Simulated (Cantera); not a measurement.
Input: 1 mol CuO, 0.6 mol C, 0.1 mol H2, held at 1.33 mbar.

Cantera equilibrium calculation (NASA polynomials, part measured and part estimated; ideal gas, pure solids and liquids). Candidate condensed phases: C, C6H6, C7H8, C8H18, Cu, CuO, Cu(OH)2, Cu2O, H2O; 113 gas species. The numbers say what is thermodynamically allowed, not how fast it happens. All values below are at 975 °C.

Base state: CO2 0.477, CO 0.380, H2O 0.0945, H2 0.0484, Cu 3.30e-5 (mole fractions); condensed: Cu(s).

**Question.** What changes in the equilibrium state with this change: CuO replaced by Ta2O5?

**Answer.** 
```tsv
species	before	after
CO	0.380	0.811
H2	0.0484	0.189
CO2	0.477	0.000246
H2O	0.0945	8.94e-5
Cu	3.30e-5	0
Cu(s), mol	1.000	0
TaC(s), mol	0	0.171
Ta2O5(s), mol	0	0.914
```
Mutual solubility and eutectic melting of coexisting phases are not modelled. TaC: taken at fixed stoichiometry. Condensed phases not in the tables: Ta2C. Further candidate phases: Ta, TaC, Ta2O5.
